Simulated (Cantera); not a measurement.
Cantera run:

```python
import numpy as np
import cantera as ct

gas_names = [...]  # 92 gases of nasa_gas.yaml made of C, H, N
cond_names = """
    C(gr) C6H6(L) C7H8(L) C8H18(L),n-octa
""".split()


# ... load() reads the species with a 1 bar reference pressure and builds the phases ...
atoms = {
    'C': {'C': 1},
    'NH3': {'N': 1, 'H': 3},
    'N2': {'N': 2},
}
top_T = {'C(gr)': 4500}  # K; cautious upper limits of use, not melting points


# ... equilibrate(T, P, feed) seeds the gas with the atoms and calls Mixture.equilibrate('TP', solver="gibbs", rtol=1e-10, max_steps=50000) ...
results = []
feed = {'C': 1, 'NH3': 1, 'N2': 2.4}  # mol
P = 101325  # Pa
for T in [775, 875, 975, 1075, 1175, 1275, 1375, 1475, 1575, 1675, 1775]:
    mix = equilibrate(T, P, feed)
    results.append((T, P, feed, dict(zip(mix.species_names, mix.species_moles))))
    x = sorted(zip(gas.X, gas.species_names), reverse=True)
    print(f"T = {T:g} K  P = {P:g} Pa  gas = {mix.phase_moles(0):.4g} mol")
    print("   x: " + "  ".join(f"{s} {v:.3e}" for v, s in x if v > 0.0001))
    print("   condensed (mol): " + ("  ".join(f"{mix.phase(i).name} {mix.phase_moles(i):.4g}"
          for i in range(1, mix.n_phases) if mix.phase_moles(i) > 1e-12) or "none"))
```

It prints:

```
T = 775 K  P = 101325 Pa  gas = 4.058 mol
   x: N2 7.145e-01  H2 2.013e-01  CH4 8.396e-02  NH3 2.998e-04
   condensed (mol): C(gr) 0.6593
T = 875 K  P = 101325 Pa  gas = 4.249 mol
   x: N2 6.823e-01  H2 2.822e-01  CH4 3.524e-02  NH3 1.871e-04
   condensed (mol): C(gr) 0.8503
T = 975 K  P = 101325 Pa  gas = 4.343 mol
   x: N2 6.677e-01  H2 3.193e-01  CH4 1.298e-02  NH3 1.030e-04
   condensed (mol): C(gr) 0.9436
T = 1075 K  P = 101325 Pa  gas = 4.378 mol
   x: N2 6.624e-01  H2 3.325e-01  CH4 5.051e-03
   condensed (mol): C(gr) 0.9779
T = 1175 K  P = 101325 Pa  gas = 4.39 mol
   x: N2 6.605e-01  H2 3.372e-01  CH4 2.206e-03
   condensed (mol): C(gr) 0.9902
T = 1275 K  P = 101325 Pa  gas = 4.395 mol
   x: N2 6.598e-01  H2 3.391e-01  CH4 1.080e-03
   condensed (mol): C(gr) 0.9949
T = 1375 K  P = 101325 Pa  gas = 4.397 mol
   x: N2 6.594e-01  H2 3.398e-01  CH4 5.824e-04  HCN 1.911e-04
   condensed (mol): C(gr) 0.9966
T = 1475 K  P = 101325 Pa  gas = 4.398 mol
   x: N2 6.591e-01  H2 3.401e-01  HCN 4.184e-04  CH4 3.407e-04
   condensed (mol): C(gr) 0.9966
T = 1575 K  P = 101325 Pa  gas = 4.399 mol
   x: N2 6.588e-01  H2 3.401e-01  HCN 8.279e-04  CH4 2.131e-04
   condensed (mol): C(gr) 0.9953
T = 1675 K  P = 101325 Pa  gas = 4.399 mol
   x: N2 6.584e-01  H2 3.398e-01  HCN 1.508e-03  CH4 1.410e-04
   condensed (mol): C(gr) 0.9924
T = 1775 K  P = 101325 Pa  gas = 4.4 mol
   x: N2 6.578e-01  H2 3.393e-01  HCN 2.563e-03  H 1.675e-04
   condensed (mol): C(gr) 0.9875
```

Equilibrium computed with Cantera from the NASA thermochemical tables; the gas is ideal and each condensed phase is pure.
